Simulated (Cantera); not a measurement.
Stirred combustor or abatement burner

A perfectly stirred reactor is fed with 5.92 % CH4, 3.20 % CO, 17.5 % O2, 65.7 % N2, 7.70 % H2O, equivalence ratio 0.77, at 1000000 Pa; it is adiabatic with a 425 K inlet, and is followed from long to short residence time, starting on the burning branch (τ in s: 0.3, 0.13, 0.058, 0.025, 0.011, 0.0049, 0.0021, 0.00094, 0.00041, 0.00018, 7.9e-05, 3.5e-05).

Detailed kinetics in Cantera: GRI-Mech 3.0 (53 species, 325 reactions).

| τ (s) | T (K) | x CH4 | x CO | x O2 | x H | x O | x HO2 | x CH2O |
|---|---|---|---|---|---|---|---|---|
| 0.30 | 1958 | 6.01e-7 | 0.000152 | 0.0406 | 3.32e-6 | 3.16e-5 | 1.78e-6 | 7.01e-8 |
| 0.13 | 1958 | 1.36e-6 | 0.000174 | 0.0407 | 3.58e-6 | 3.27e-5 | 1.84e-6 | 1.59e-7 |
| 0.058 | 1958 | 2.92e-6 | 0.000221 | 0.0408 | 4.14e-6 | 3.49e-5 | 1.96e-6 | 3.46e-7 |
| 0.025 | 1956 | 6.26e-6 | 0.000322 | 0.0408 | 5.44e-6 | 3.96e-5 | 2.23e-6 | 7.56e-7 |
| 0.011 | 1954 | 1.25e-5 | 0.000520 | 0.0409 | 8.26e-6 | 4.87e-5 | 2.79e-6 | 1.55e-6 |
| 0.0049 | 1950 | 2.36e-5 | 0.000883 | 0.0411 | 1.42e-5 | 6.53e-5 | 3.89e-6 | 3.02e-6 |
| 0.0021 | 1943 | 4.41e-5 | 0.00158 | 0.0415 | 2.74e-5 | 9.51e-5 | 6.15e-6 | 5.86e-6 |
| 0.00094 | 1931 | 7.96e-5 | 0.00275 | 0.0422 | 5.28e-5 | 0.000140 | 1.02e-5 | 1.08e-5 |
| 0.00041 | 1911 | 0.000151 | 0.00492 | 0.0435 | 0.000103 | 0.000207 | 1.81e-5 | 2.06e-5 |
| 0.00018 | 1872 | 0.000313 | 0.00908 | 0.0461 | 0.000189 | 0.000284 | 3.43e-5 | 4.12e-5 |
| 7.9e-5 | 425 | 0.0592 | 0.0320 | 0.175 | <1e-12 | <1e-12 | <1e-12 | <1e-12 |
| 3.5e-5 | 425 | 0.0592 | 0.0320 | 0.175 | <1e-12 | <1e-12 | <1e-12 | <1e-12 |
x: mole fraction; the columns are a selection and need not sum to one.
